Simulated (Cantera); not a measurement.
Cantera run:

```python
import numpy as np
import cantera as ct

gas_names = """
    CL CL2 H HCL H2 Si SiCL SiCL2 SiCL3 SiCL4 SiH SiHCL3 SiH2 SiH2CL2 SiH3 SiH3CL SiH4 Si2 Si3
""".split()
cond_names = """
    Si(cr) Si(L)
""".split()


# ... load() reads the species with a 1 bar reference pressure and builds the phases ...
atoms = {
    'SiHCl3': {'Si': 1, 'H': 1, 'CL': 3},
    'H2': {'H': 2},
}
top_T = {}  # K; cautious upper limits of use, not melting points


# ... equilibrate(T, P, feed) seeds the gas with the atoms and calls Mixture.equilibrate('TP', solver="vcs", rtol=1e-11, max_steps=5000) ...
results = []
T = 875  # K
P = 150000  # Pa
for m in [3.2, 4.6, 6.6, 9.5, 14, 20, 28, 40, 58, 83, 120, 170]:
    feed = {'SiHCl3': 1, 'H2': m}  # mol
    mix = equilibrate(T, P, feed)
    results.append((T, P, feed, dict(zip(mix.species_names, mix.species_moles))))
    x = sorted(zip(gas.X, gas.species_names), reverse=True)
    print(f"T = {T:g} K  P = {P:g} Pa  n(H2) = {m:g} mol  gas = {mix.phase_moles(0):.4g} mol")
    print("   x: " + "  ".join(f"{s} {v:.3e}" for v, s in x if v > 1e-05))
    print("   condensed (mol): " + ("  ".join(f"{mix.phase(i).name} {mix.phase_moles(i):.4g}"
          for i in range(1, mix.n_phases) if mix.phase_moles(i) > 1e-12) or "none"))
```

It prints:

```
T = 875 K  P = 150000 Pa  n(H2) = 3.2 mol  gas = 4.371 mol
   x: H2 8.071e-01  SiCL4 1.175e-01  SiHCL3 6.844e-02  SiH2CL2 3.644e-03  HCL 3.033e-03  SiCL3 1.718e-04  SiH3CL 4.671e-05  SiCL2 1.452e-05
   condensed (mol): Si(cr) 0.1702
T = 875 K  P = 150000 Pa  n(H2) = 4.6 mol  gas = 5.765 mol
   x: H2 8.521e-01  SiCL4 8.592e-02  SiHCL3 5.560e-02  SiH2CL2 3.289e-03  HCL 2.882e-03  SiCL3 1.358e-04  SiH3CL 4.685e-05  SiCL2 1.242e-05
   condensed (mol): Si(cr) 0.1641
T = 875 K  P = 150000 Pa  n(H2) = 6.6 mol  gas = 7.758 mol
   x: H2 8.888e-01  SiCL4 6.136e-02  SiHCL3 4.411e-02  SiH2CL2 2.899e-03  HCL 2.706e-03  SiCL3 1.055e-04  SiH3CL 4.588e-05  SiCL2 1.049e-05
   condensed (mol): Si(cr) 0.1579
T = 875 K  P = 150000 Pa  n(H2) = 9.5 mol  gas = 10.65 mol
   x: H2 9.178e-01  SiCL4 4.280e-02  SiHCL3 3.421e-02  HCL 2.513e-03  SiH2CL2 2.500e-03  SiCL3 8.053e-05  SiH3CL 4.400e-05
   condensed (mol): Si(cr) 0.1517
T = 875 K  P = 150000 Pa  n(H2) = 14 mol  gas = 15.15 mol
   x: H2 9.413e-01  SiCL4 2.862e-02  SiHCL3 2.562e-02  HCL 2.301e-03  SiH2CL2 2.097e-03  SiCL3 5.955e-05  SiH3CL 4.132e-05
   condensed (mol): Si(cr) 0.1451
T = 875 K  P = 150000 Pa  n(H2) = 20 mol  gas = 21.14 mol
   x: H2 9.572e-01  SiCL4 1.950e-02  SiHCL3 1.937e-02  HCL 2.108e-03  SiH2CL2 1.760e-03  SiCL3 4.465e-05  SiH3CL 3.850e-05
   condensed (mol): Si(cr) 0.1392
T = 875 K  P = 150000 Pa  n(H2) = 28 mol  gas = 29.13 mol
   x: H2 9.683e-01  SiHCL3 1.474e-02  SiCL4 1.343e-02  HCL 1.932e-03  SiH2CL2 1.478e-03  SiH3CL 3.569e-05  SiCL3 3.377e-05
   condensed (mol): Si(cr) 0.1341
T = 875 K  P = 150000 Pa  n(H2) = 40 mol  gas = 41.13 mol
   x: H2 9.771e-01  SiHCL3 1.093e-02  SiCL4 8.963e-03  HCL 1.754e-03  SiH2CL2 1.218e-03  SiH3CL 3.269e-05  SiCL3 2.493e-05
   condensed (mol): Si(cr) 0.1293
T = 875 K  P = 150000 Pa  n(H2) = 58 mol  gas = 59.13 mol
   x: H2 9.836e-01  SiHCL3 7.934e-03  SiCL4 5.823e-03  HCL 1.580e-03  SiH2CL2 9.884e-04  SiH3CL 2.965e-05  SiCL3 1.804e-05
   condensed (mol): Si(cr) 0.1252
T = 875 K  P = 150000 Pa  n(H2) = 83 mol  gas = 84.12 mol
   x: H2 9.881e-01  SiHCL3 5.780e-03  SiCL4 3.805e-03  HCL 1.424e-03  SiH2CL2 8.027e-04  SiH3CL 2.684e-05  SiCL3 1.311e-05
   condensed (mol): Si(cr) 0.1225
T = 875 K  P = 150000 Pa  n(H2) = 120 mol  gas = 121.1 mol
   x: H2 9.915e-01  SiHCL3 4.139e-03  SiCL4 2.433e-03  HCL 1.275e-03  SiH2CL2 6.440e-04  SiH3CL 2.412e-05
   condensed (mol): Si(cr) 0.1216
T = 875 K  P = 150000 Pa  n(H2) = 170 mol  gas = 171.1 mol
   x: H2 9.937e-01  SiHCL3 2.996e-03  SiCL4 1.578e-03  HCL 1.146e-03  SiH2CL2 5.199e-04  SiH3CL 2.172e-05
   condensed (mol): Si(cr) 0.1231
```

These are equilibrium values from Cantera (NASA tables, ideal gas, pure condensed phases), not measurements of a reactor. The tables' values for SiCl3 are old estimates; treat these amounts as uncertain.
